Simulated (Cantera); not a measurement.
An isothermal, constant-pressure homogeneous reactor starts with NO : N2 = 1 : 0.95 (molar parts), at 2073 K and 750 Torr. Integrator tolerance rtol = 1e-08.

Model: GRI-Mech 3.0 (53 species, 325 reactions), integrated in Cantera.

What does this change do: N2 0.95 to 2.7 parts?


| quantity | before | after |
|---|---|---|
| x(NO) at 2.00 s | 0.0191 (gas-phase equilibrium 0.00988) | 0.0184 (gas-phase equilibrium 0.00770) |
| x(O2) at 2.00 s | 0.246 (gas-phase equilibrium 0.251) | 0.126 (gas-phase equilibrium 0.131) |
| x(N2O) at 2.00 s | 6.43e-7 (gas-phase equilibrium 5.35e-7) | 5.66e-7 (gas-phase equilibrium 4.51e-7) |
| x(N2) at 2.00 s | 0.734 (gas-phase equilibrium 0.738) | 0.856 (gas-phase equilibrium 0.861) |
| x(NO2) at 2.00 s | 3.16e-5 (gas-phase equilibrium 1.65e-5) | 2.18e-5 (gas-phase equilibrium 9.31e-6) |

What does this change do: pressure from 750 Torr to 210 Torr?


```csv
quantity,before,after
x(NO) at 2.00 s,0.0191 (gas-phase equilibrium 0.00988),0.0648 (gas-phase equilibrium 0.00987)
x(O2) at 2.00 s,0.246 (gas-phase equilibrium 0.251),0.223 (gas-phase equilibrium 0.251)
x(N2O) at 2.00 s,6.43e-7 (gas-phase equilibrium 5.35e-7),1.81e-6 (gas-phase equilibrium 2.83e-7)
x(N2) at 2.00 s,0.734 (gas-phase equilibrium 0.738),0.711 (gas-phase equilibrium 0.738)
x(NO2) at 2.00 s,3.16e-5 (gas-phase equilibrium 1.65e-5),5.41e-5 (gas-phase equilibrium 8.74e-6)
```
